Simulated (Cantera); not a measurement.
**Abatement and gas-phase synthesis: CO2 + O2 + H2 + H2O**

Feed: 1 mol CO2, 0.33 mol O2, a varied amount of H2, 0.92 mol H2O, equilibrated at 1175 K and 435 Torr.

These are equilibrium values from Cantera (NASA tables, ideal gas, pure condensed phases), not measurements of a reactor. Candidate condensed phases: C, C6H6, C7H8, C8H18, H2O; 110 gas species. The numbers say what is thermodynamically allowed, not how fast it happens.

From 0.63 mol H2 to 6.6 mol H2 nothing is condensed. The main C-bearing gas is CO2 at 0.63 mol H2 and CO at 6.6 mol H2.

```
n(H2) (mol)     x H2  x H2O   x CO2     x CO
-----------  -------  -----  ------  -------
0.63         7.75e-8  0.604   0.390  6.40e-8
0.88          0.0463  0.597   0.325   0.0323
1.2            0.110  0.570   0.257   0.0634
1.7            0.198  0.526   0.187   0.0897
2.4            0.299  0.470   0.128    0.104
3.4            0.409  0.403  0.0818    0.106
4.7            0.511  0.338  0.0515   0.0995
6.6            0.610  0.272  0.0304   0.0870
```
x: gas mole fraction; nothing condenses.
